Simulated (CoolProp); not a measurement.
Computed with CoolProp (reference Helmholtz-energy equation of state, Lemmon 2005). It is a short technical equation, of lower accuracy than the large ones.

Q: For trans-2-butene, give the phase and the Z, cv (kJ/(kg K)), speed of sound (m/s) at 280.3 K and 11400 kPa; 425.2 K and 11400 kPa; 443.3 K and 11400 kPa.

A: 
- 280.3 K and 11400 kPa: liquid; Z 0.433, cv 1.56, speed of sound 1120
- 425.2 K and 11400 kPa: liquid; Z 0.398, cv 2.03, speed of sound 495
- 443.3 K and 11400 kPa: supercritical; Z 0.410, cv 2.09, speed of sound 428
